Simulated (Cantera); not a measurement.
What does this Cantera script print?

```python
import numpy as np
import cantera as ct

gas_names = """
    C CH CH2 CH3 CH4 CN C2 C2H C2H2,acetylene C2H2,vinylidene C2H3,vinyl CH3CN C2H4 C2H5 C2H6 CCN CNC
    C2N2 C3 C3H3,propargyl C3H4,allene C3H4,propyne C3H4,cyclo- C3H5,allyl C3H6,propylene C3H6,cyclo-
    C3H7,n-propyl C3H7,i-propyl C3H8 C4 C4H2 C4H4,1,3-cyclo- C4H6,butadiene C4H6,2-butyne C4H6,cyclo-
    C4H8,1-butene C4H8,cis2-buten C4H8,tr2-butene C4H8,isobutene C4H8,cyclo- C4H9,n-butyl C4H9,i-butyl
    C4H9,s-butyl C4H9,t-butyl C4H10,isobutane C4H10,n-butane C4N2 C5 C5H6,1,3cyclo- C5H8,cyclo-
    C5H10,1-pentene C5H10,cyclo- C5H11,pentyl C5H11,t-pentyl C5H12,n-pentane C5H12,i-pentane
    CH3C(CH3)2CH3 C6H2 C6H5,phenyl C6H6 C6H10,cyclo- C6H12,1-hexene C6H12,cyclo- C6H13,n-hexyl
    C7H7,benzyl C7H8 C7H14,1-heptene C7H15,n-heptyl C7H16,n-heptane C8H8,styrene C8H10,ethylbenz
    C8H16,1-octene C8H17,n-octyl C8H18,isooctane C8H18,n-octane C9H19,n-nonyl C10H8,naphthale
    C10H21,n-decyl C12H9,o-bipheny C12H10,bipheny H HCN HCCN HNC H2 N NH NH2 NH3 N2 N2H2 N2H4
""".split()
cond_names = """
    C(gr) C6H6(L) C7H8(L) C8H18(L),n-octa
""".split()


def load(file, names, dense=False):
    # The tables refer to 1 bar. Condensed volumes are neglected.
    table = {s.name: s for s in ct.Species.list_from_file(file)}
    out = []
    for n in names:
        d = dict(table[n].input_data)
        d["thermo"] = dict(d["thermo"], **{"reference-pressure": 1e5})
        if dense:
            d["equation-of-state"] = {"model": "constant-volume", "density": "1e6 g/cm^3"}
        out.append(ct.Species.from_dict(d))
    return out


gas = ct.Solution(thermo="ideal-gas", species=load("nasa_gas.yaml", gas_names))
cond = {s.name: ct.Solution(thermo="fixed-stoichiometry", species=[s], name=s.name)
        for s in load("nasa_condensed.yaml", cond_names, dense=True)}
atoms = {
    'C3H6': {'C': 3, 'H': 6},
    'H2': {'H': 2},
    'N2': {'N': 2},
}
top_T = {'C(gr)': 4500}  # K; cautious upper limits of use, not melting points


def equilibrate(T, P, feed):
    n = {}
    for name, mol in feed.items():
        for a, k in atoms[name].items():
            n[a] = n.get(a, 0.0) + k * mol
    gas.TPX = T, P, n
    mass = sum(n.values()) * gas.mean_molecular_weight
    gas.equilibrate("TP")
    valid = [c for c in cond.values() if c.min_temp <= T <= top_T.get(c.name, c.max_temp)]
    mix = ct.Mixture([(gas, mass / gas.mean_molecular_weight)] + [(c, 0.0) for c in valid])
    mix.T, mix.P = T, P
    mix.equilibrate("TP", solver="vcs", rtol=1e-11, max_steps=5000)
    return mix


results = []
feed = {'C3H6': 1, 'H2': 3.6, 'N2': 35}  # mol
P = 700  # Pa
for T in [625, 825, 1025, 1225, 1425, 1625, 1825, 2025, 2225, 2425]:
    mix = equilibrate(T, P, feed)
    results.append((T, P, feed, dict(zip(mix.species_names, mix.species_moles))))
    x = sorted(zip(gas.X, gas.species_names), reverse=True)
    print(f"T = {T:g} K  P = {P:g} Pa  gas = {mix.phase_moles(0):.4g} mol")
    print("   x: " + "  ".join(f"{s} {v:.3e}" for v, s in x if v > 1e-05))
    print("   condensed (mol): " + ("  ".join(f"{mix.phase(i).name} {mix.phase_moles(i):.4g}"
          for i in range(1, mix.n_phases) if mix.phase_moles(i) > 1e-12) or "none"))
```

It prints:

```
T = 625 K  P = 700 Pa  gas = 41.3 mol
   x: N2 8.474e-01  H2 1.454e-01  CH4 7.164e-03
   condensed (mol): C(gr) 2.704
T = 825 K  P = 700 Pa  gas = 41.59 mol
   x: N2 8.415e-01  H2 1.584e-01  CH4 1.588e-04
   condensed (mol): C(gr) 2.993
T = 1025 K  P = 700 Pa  gas = 41.6 mol
   x: N2 8.414e-01  H2 1.586e-01  CH4 1.295e-05
   condensed (mol): C(gr) 2.999
T = 1225 K  P = 700 Pa  gas = 41.6 mol
   x: N2 8.413e-01  H2 1.586e-01  HCN 3.571e-05
   condensed (mol): C(gr) 2.998
T = 1425 K  P = 700 Pa  gas = 41.6 mol
   x: N2 8.412e-01  H2 1.585e-01  HCN 2.211e-04  H 3.246e-05
   condensed (mol): C(gr) 2.991
T = 1625 K  P = 700 Pa  gas = 41.61 mol
   x: N2 8.408e-01  H2 1.580e-01  HCN 8.688e-04  H 3.352e-04  HNC 2.132e-05
   condensed (mol): C(gr) 2.962
T = 1825 K  P = 700 Pa  gas = 41.64 mol
   x: N2 8.392e-01  H2 1.561e-01  HCN 2.506e-03  H 2.080e-03  HNC 1.005e-04  C2H2,acetylene 3.353e-05
   condensed (mol): C(gr) 2.889
T = 2025 K  P = 700 Pa  gas = 41.79 mol
   x: N2 8.345e-01  H2 1.503e-01  H 8.918e-03  HCN 5.755e-03  HNC 3.420e-04  C2H2,acetylene 1.360e-04
   condensed (mol): C(gr) 2.733
T = 2225 K  P = 700 Pa  gas = 42.2 mol
   x: N2 8.233e-01  H2 1.358e-01  H 2.853e-02  HCN 1.092e-02  HNC 8.949e-04  C2H2,acetylene 3.984e-04  CN 8.551e-05  C2N2 1.001e-05
   condensed (mol): C(gr) 2.463
T = 2425 K  P = 700 Pa  gas = 43.13 mol
   x: N2 8.017e-01  H2 1.076e-01  H 7.017e-02  HCN 1.714e-02  HNC 1.836e-03  C2H2,acetylene 8.401e-04  CN 5.801e-04  C2N2 3.915e-05  C2H 3.338e-05  C3 2.130e-05
   condensed (mol): C(gr) 2.074
```

Cantera equilibrium calculation (NASA polynomials, part measured and part estimated; ideal gas, pure solids and liquids).
